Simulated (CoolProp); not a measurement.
Vapour-liquid equilibrium of hydrogen sulfide (1) + propane (2) at 0.304 bar; x and y are mole fractions of (1).

Model: multi-fluid Helmholtz-energy mixture model, Lemmon 2006 and Lemmon 2009; pair parameters Kunz 2012, in CoolProp.

Question: Give the bubble temperature and the first vapour's composition at x = 0.575, 0.65, 0.95. Is there an azeotrope?

Answer: x = 0.575: -83.8 °C, y = 0.737; x = 0.65: -83.8 °C, y = 0.738; x = 0.95: -82.8 °C, y = 0.874. y crosses x between x = 0.725 and 0.8: the model has an azeotrope there.

Pair parameters are fitted to limited data, so mixtures are less certain than the pure fluids. With so large a gap from Raoult's law the liquid may split in two, which this calculation doesn't test in full.
